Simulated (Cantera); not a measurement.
What does this Cantera script print?

```python
import numpy as np
import cantera as ct

gas_names = """
    N NO NO2 NO3 N2 N2O O O2 O3 Si SiN SiO SiO2 Si2 Si2N Si3
""".split()
cond_names = """
    Si(cr) Si(L) SiO2(Lqz) SiO2(hqz) SiO2(L) Si2N2O(s) Si3N4(a)
""".split()


# ... load() reads the species with a 1 bar reference pressure and builds the phases ...
atoms = {
    'Si3N4': {'Si': 3, 'N': 4},
    'O2': {'O': 2},
    'N2': {'N': 2},
}
top_T = {'Si2N2O(s)': 2100, 'Si3N4(a)': 2400}  # K; cautious upper limits of use, not melting points


# ... equilibrate(T, P, feed) seeds the gas with the atoms and calls Mixture.equilibrate('TP', solver="vcs", rtol=1e-11, max_steps=5000) ...
results = []
feed = {'Si3N4': 1, 'O2': 0.0065, 'N2': 490}  # mol
P = 1333.22  # Pa
for T in [1023, 1123, 1223, 1323, 1423, 1523, 1623, 1723, 1823, 1923, 2023, 2123, 2223]:
    mix = equilibrate(T, P, feed)
    results.append((T, P, feed, dict(zip(mix.species_names, mix.species_moles))))

top = {s: max(r[3][s] / sum(r[3][g] for g in gas_names) for r in results) for s in gas_names}
cols = sorted((s for s in top if top[s] > 1e-05), key=lambda s: -top[s])[:8]
seen = [c for c in cond_names if any(r[3].get(c, 0) > 1e-12 for r in results)]
print("log10 of partial pressures in bar; condensed amounts in mol")
print(f"{'T/K':>10s}" + "".join(f"{s[:9]:>10s}" for s in cols + seen))
for T, P, feed, n in results:
    ng = sum(n[g] for g in gas_names)
    print(f"{T:10.4g}" + "".join(f"{np.log10(max(n[s] / ng * P / 1e5, 1e-99)):10.3f}" for s in cols)
          + "".join(f"{n.get(c, 0):10.4g}" for c in seen))
```

Result:

```
log10 of partial pressures in bar; condensed amounts in mol
       T/K        N2        Si      Si2N       SiN       Si2       SiO     Si(L) Si2N2O(s)  Si3N4(a)
      1023    -1.875   -20.875   -26.265   -20.410   -31.608   -16.338         0     0.013    0.9913
      1123    -1.875   -17.711   -22.224   -17.608   -26.699   -13.675         0     0.013    0.9913
      1223    -1.875   -15.070   -18.852   -15.270   -22.600   -11.455         0     0.013    0.9913
      1323    -1.875   -12.832   -15.998   -13.289   -19.129    -9.577         0   0.01299    0.9913
      1423    -1.875   -10.912   -13.552   -11.590   -16.153    -7.969         0    0.0126    0.9915
      1523    -1.875    -9.248   -11.434   -10.118   -13.575    -6.576         0  0.003232    0.9946
      1623    -1.875    -7.792    -9.583    -8.831   -11.320    -6.451         0         0    0.9954
      1723    -1.875    -6.508    -7.952    -7.696    -9.333    -6.451         0         0    0.9913
      1823    -1.875    -5.367    -6.505    -6.688    -7.569    -6.452         0         0     0.932
      1923    -1.876    -4.770    -6.059    -6.210    -6.839    -6.454     2.259         0         0
      2023    -1.877    -4.245    -5.682    -5.792    -6.206    -6.455    0.6031         0         0
      2123    -1.878    -4.120    -6.043    -5.763    -6.334    -6.456         0         0         0
      2223    -1.878    -4.108    -6.574    -5.839    -6.654    -6.456         0         0         0
```

Cantera equilibrium calculation (NASA polynomials, part measured and part estimated; ideal gas, pure solids and liquids). Mutual solubility and eutectic melting of coexisting phases are not modelled. The tables' values for SiN are old estimates; treat these amounts as uncertain.
